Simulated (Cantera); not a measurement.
An adiabatic, constant-pressure homogeneous reactor starts with CH4 : O2 : N2 = 1 : 1.33 : 10 (molar parts), at 1125 K and 9.18 atm.

Model: GRI-Mech 3.0 (53 species, 325 reactions), integrated in Cantera.

Question: Predict: time of steepest temperature rise; temperature at 2.00 s; equilibrium temperature; x(O2) at 2.00 s; x(CH2O) at 2.00 s; x(NO) at 2.00 s; x(H) at 2.00 s.

Answer: 
```json
{
 "time_of_steepest_temperature_rise": "31.3 ms",
 "temperature at 2.00 s": "2056 K",
 "equilibrium_temperature": "2056 K",
 "x(O2) at 2.00 s": "9.10e-8 (gas-phase equilibrium 9.10e-8)",
 "x(CH2O) at 2.00 s": "9.98e-9 (gas-phase equilibrium 9.98e-9)",
 "x(NO) at 2.00 s": "5.81e-6 (gas-phase equilibrium 5.81e-6)",
 "x(H) at 2.00 s": "0.000173 (gas-phase equilibrium 0.000173)"
}
```
